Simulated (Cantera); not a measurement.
A Cantera script and what it prints.

```python
import numpy as np
import cantera as ct

gas_names = """
    H2 HCL
""".split()
cond_names = """
    NaCL(s) NaCL(L) Na(cr) Na(L)
""".split()


# ... load() reads the species with a 1 bar reference pressure and builds the phases ...
species = {s.name: s for s in load("nasa_gas.yaml", gas_names) + load("nasa_condensed.yaml", cond_names)}
# Each term lists the table entries of one substance; the one whose range holds T is used.
reactions = {
    '2 NaCl + H2(g) = 2 HCl(g) + 2 Na':
        [(-2, ['NaCL(s)', 'NaCL(L)']), (-1, ['H2']), (2, ['HCL']), (2, ['Na(cr)', 'Na(L)'])],
}


def pick(names, T):
    return next(species[n] for n in names if species[n].thermo.min_temp <= T <= species[n].thermo.max_temp)


results = []
for label, terms in reactions.items():
    print(label)
    print("     T/K   dH/kJ  dS/(J/K)   dG/kJ   log10 K")
    for T in [923, 973, 1023, 1073, 1123, 1173, 1223]:
        used = [(nu, pick(names, T)) for nu, names in terms]
        dH = sum(nu * s.thermo.h(T) for nu, s in used) / 1e6
        dS = sum(nu * s.thermo.s(T) for nu, s in used) / 1e3
        dG = dH - T * dS / 1e3
        logK = -dG * 1e6 / (ct.gas_constant * T * np.log(10))
        results.append((label, T, dH, dS, dG, logK, [s.name for _, s in used]))
        print(f"{T:8g} {dH:8.1f} {dS:8.1f} {dG:8.1f} {logK:8.2f}")
```

It prints:

```
2 NaCl + H2(g) = 2 HCl(g) + 2 Na
     T/K   dH/kJ  dS/(J/K)   dG/kJ   log10 K
     923    629.1    192.9    451.0   -25.52
     973    627.3    191.0    441.4   -23.69
    1023    625.3    189.1    431.9   -22.05
    1073    623.2    187.1    422.5   -20.57
    1123    564.4    132.4    415.8   -19.34
    1173    562.1    130.3    409.2   -18.22
    1223    559.8    128.4    402.7   -17.20
```

Standard-state values (1 bar) from the NASA 1993 polynomials, evaluated with Cantera. Condensed species are held in their standard states even where they would react or evaporate.
